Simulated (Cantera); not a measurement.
A perfectly stirred reactor is fed with H2 : O2 : N2 : NO = 1 : 0.385 : 1.45 : 0.004 (molar parts), at 3.80 bar; it is adiabatic with a 498 K inlet, and is followed from long to short residence time, starting on the burning branch (τ in s: 0.1, 0.047, 0.022, 0.01, 0.0048, 0.0022, 0.001, 0.00048, 0.00022, 0.0001, 4.9e-05).

Model: GRI-Mech 3.0 (53 species, 325 reactions), integrated in Cantera. The hydrogen kinetics of GRI-Mech 3.0 are dated; newer H2 mechanisms differ, most at raised pressure. The mechanism lacks 2 NO + O2 → 2 NO2 and HONO, so NO2 and the effect of NO are under-described below about 1400 K.

Predict: blow-out, bracketed by the residence times tried; x(H2) at τ = 0.100 s; x(O2) at τ = 0.100 s; x(NO) at τ = 0.100 s; x(HO2) at τ = 0.100 s; x(O) at τ = 0.100 s; x(H2) at τ = 2.20 ms; x(O2) at τ = 2.20 ms; x(NO) at τ = 2.20 ms; x(HO2) at τ = 2.20 ms; x(O) at τ = 2.20 ms.


```
Quantity                                                                           Value
------------------------------------------------  --------------------------------------
blow-out, bracketed by the residence times tried  burning at 49.0 µs, the shortest tried
x(H2) at τ = 0.100 s                                                              0.0920
x(O2) at τ = 0.100 s                                                            0.000104
x(NO) at τ = 0.100 s                                                            0.000462
x(HO2) at τ = 0.100 s                                                            1.14e-7
x(O) at τ = 0.100 s                                                              7.16e-5
x(H2) at τ = 2.20 ms                                                              0.0925
x(O2) at τ = 2.20 ms                                                            0.000396
x(NO) at τ = 2.20 ms                                                             0.00103
x(HO2) at τ = 2.20 ms                                                            4.57e-7
x(O) at τ = 2.20 ms                                                             0.000187
```
